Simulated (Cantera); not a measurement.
An isothermal, constant-pressure homogeneous reactor starts with 4.76 % C2H6, 95.2 % N2, at 1648 K and 20.0 Torr.

Detailed kinetics in Cantera: GRI-Mech 3.0 (53 species, 325 reactions). GRI-Mech 3.0 stops at C3 and has no aromatics, soot or wall deposition, so with more carbon than oxygen in the feed, carbon stays in small species such as C2H2 where larger ones or solid carbon would form. Radical loss at walls, strong at low pressure, is not modelled.

### Question
Predict: x(C2H6) at 10.0 s; x(H) at 10.0 s; x(CH4) at 10.0 s; x(CH3) at 10.0 s; x(CH2) at 10.0 s; x(C2H4) at 10.0 s; x(HCN) at 10.0 s.

### Answer
```json
{
  "x(C2H6) at 10.0 s": "5.11e-9 (gas-phase equilibrium 1.66e-11)",
  "x(H) at 10.0 s": "0.000158 (gas-phase equilibrium 0.000162)",
  "x(CH4) at 10.0 s": "0.000350 (gas-phase equilibrium 1.58e-5)",
  "x(CH3) at 10.0 s": "1.30e-5 (gas-phase equilibrium 5.99e-7)",
  "x(CH2) at 10.0 s": "2.32e-8 (gas-phase equilibrium 1.10e-9)",
  "x(C2H4) at 10.0 s": "7.49e-6 (gas-phase equilibrium 2.32e-6)",
  "x(HCN) at 10.0 s": "1.31e-5 (gas-phase equilibrium 0.0596)"
}
```
